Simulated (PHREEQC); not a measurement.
Consider water at 60 °C with 0.003 mol/kgw HF and 0.0079 mol/kgw NH4F. Closed to the air; pH follows from the charge balance.

All values are PHREEQC results (ion-association model, wateq4f.dat), not measurements.

No solid was allowed to form.

**Question.** Order these F species by the share of F that they hold, largest first: F-, HF, HF2-.

**Answer.** F- (73 %), HF (25 %), HF2- (1.8 %)

The pH is 3.88 and the ionic strength 0.00804 mol/kgw. Constants without temperature data keep their 25 °C values here.
